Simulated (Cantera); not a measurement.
Gas mixture: 100 % C2H4, at 5.00 bar, frozen composition.

Cantera's kinetic-theory transport with the Lennard-Jones parameters of GRI-Mech 3.0, ideal gas; thermal conductivity in the multicomponent form. The composition is frozen, though it would react at the higher temperatures.

D: mixture-averaged diffusion coefficient of that species in the mixture.

| T (K) | ρ (kg/m³) | cp (J/kg/K) | μ (µPa s) | λ (mW/m/K) | Pr | D (cm²/s) C2H2 | D (cm²/s) H2O | D (cm²/s) NH3 |
|---|---|---|---|---|---|---|---|---|
| 400 | 4.22 | 1877 | 13.3 | 33.5 | 0.748 | 0.0437 | 0.0584 | 0.0564 |
| 500 | 3.37 | 2220 | 16.3 | 48.4 | 0.750 | 0.0661 | 0.0907 | 0.0873 |
| 600 | 2.81 | 2529 | 19.1 | 64.4 | 0.750 | 0.0922 | 0.129 | 0.124 |
| 700 | 2.41 | 2785 | 21.7 | 80.4 | 0.750 | 0.121 | 0.172 | 0.165 |
| 800 | 2.11 | 2991 | 24.1 | 96.0 | 0.750 | 0.154 | 0.221 | 0.211 |
| 900 | 1.87 | 3167 | 26.3 | … | 0.749 | … | … | … |
| 1000 | 1.69 | 3354 | 28.5 | 128 | 0.749 | 0.227 | 0.332 | 0.316 |
| 1100 | 1.53 | 3498 | 30.5 | … | 0.748 | … | … | … |
| 1200 | 1.41 | 3625 | 32.5 | 158 | 0.748 | 0.310 | 0.460 | 0.436 |

Problem. What belongs in the gaps?

Solution. 
- 900, λ (mW/m/K): 111
- 900, D (cm²/s) C2H2: 0.189
- 900, D (cm²/s) H2O: 0.274
- 900, D (cm²/s) NH3: 0.261
- 1100, λ (mW/m/K): 143
- 1100, D (cm²/s) C2H2: 0.267
- 1100, D (cm²/s) H2O: 0.394
- 1100, D (cm²/s) NH3: 0.374
